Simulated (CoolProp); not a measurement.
Vapour-liquid equilibrium of n-decane (1) + n-dodecane (2) at 4.7 bar; x and y are mole fractions of (1).

The numbers come from the multi-fluid Helmholtz-energy mixture model, Lemmon 2006 and Lemmon 2004; pair parameters Bell 2016 in CoolProp.

Task: Give the bubble temperature and the first vapour's composition at x = 0.05, 0.2, 0.35. Is there an azeotrope?

Result: x = 0.05: 563.3 K, y = 0.084; x = 0.2: 555.0 K, y = 0.310; x = 0.35: 547.1 K, y = 0.501. No azeotrope shows between x = 0.05 and 0.95.

The pair parameters rest on a limited set of measurements; away from them the model extrapolates.
